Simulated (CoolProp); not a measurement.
Vapour-liquid equilibrium of R134a (1) + R141b (2) at -14.45 °C; x and y are mole fractions of (1).

Values from CoolProp's multi-fluid Helmholtz-energy mixture model, Tillner-Roth 1994 and Lemmon 2006; pair parameters Bell 2016.

| x | bubble pressure, mixture model (kPa) | bubble pressure, Raoult's law (kPa) | y, mixture model | y, Raoult's law |
|---|---|---|---|---|
| 0.05 | 27.35 | 21.61 | 0.512 | 0.388 |
| 0.15 | 51.89 | 36.98 | 0.765 | 0.680 |
| 0.25 | 72.92 | 52.36 | 0.848 | 0.801 |
| 0.35 | 90.46 | 67.74 | 0.889 | 0.866 |
| 0.45 | 105.0 | 83.12 | 0.914 | 0.908 |
| 0.55 | 117.2 | 98.49 | 0.931 | 0.936 |
| 0.65 | 128.1 | 113.9 | 0.945 | 0.957 |
| 0.75 | 138.4 | 129.3 | 0.959 | 0.973 |
| 0.85 | 149.1 | 144.6 | 0.973 | 0.986 |
| 0.95 | 161.0 | 160.0 | 0.990 | 0.996 |

The largest gap from Raoult's law is +40.3 % in bubble pressure, at x = 0.15. No azeotrope shows between x = 0.05 and 0.95.

Pair parameters are fitted to limited data, so mixtures are less certain than the pure fluids.
